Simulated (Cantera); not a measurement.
A closed system holds: 1 mol Fe2O3, 1.9 mol SO3, 1.1 mol O2, at 1.50 bar.

Method: chemical equilibrium by Gibbs-energy minimisation in Cantera with the NASA 1993 tables (ideal gas, pure condensed phases). Candidate condensed phases: Fe, FeO, FeS, FeSO4, FeS2, Fe2O3, Fe2(SO4)3, Fe3O4, S; 12 gas species. Rates play no part.

x: gas mole fraction; n: condensed amount in mol.

```csv
T (K),x O2,x SO2,x SO3,x O,x SO,n Fe2O3(s),n Fe2(SO4)3(s),n Fe3O4(s)
623,1.00,9.01e-11,2.58e-7,<1e-12,<1e-12,0.367,0.633,0
823,0.998,6.22e-5,0.00173,<1e-12,<1e-12,0.367,0.633,0
1023,0.448,0.258,0.294,1.70e-10,…,1.00,0,0
1223,0.500,0.422,0.0782,2.33e-8,…,1.00,0,0
1423,0.513,0.464,0.0230,7.88e-7,…,1.00,0,0
1623,0.517,0.474,0.00875,1.12e-5,…,1.00,0,0
1823,0.537,0.458,0.00400,9.03e-5,…,0,0,0.667
```

Q: Complete the blanks.

A: 
- 1023, x SO: 1.37e-12
- 1223, x SO: 7.08e-10
- 1423, x SO: 5.01e-8
- 1623, x SO: 1.18e-6
- 1823, x SO: 1.30e-5
